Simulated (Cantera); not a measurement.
Input: 1 mol Si, 0.0016 mol O2, 51 mol H2, equilibrated at 13.3 mbar.

Method: chemical equilibrium by Gibbs-energy minimisation in Cantera with the NASA 1993 tables (ideal gas, pure condensed phases). Candidate condensed phases: H2O, Si, SiO2; 18 gas species. Equilibrium is a limit: real reactors are often held back by kinetics, nucleation or transport.

At 1100 °C, list the 3 most abundant gas species with their mole fractions, and the condensed phases.

H2 1.000, SiO 6.27e-5, H 2.88e-5. Condensed: Si(s).
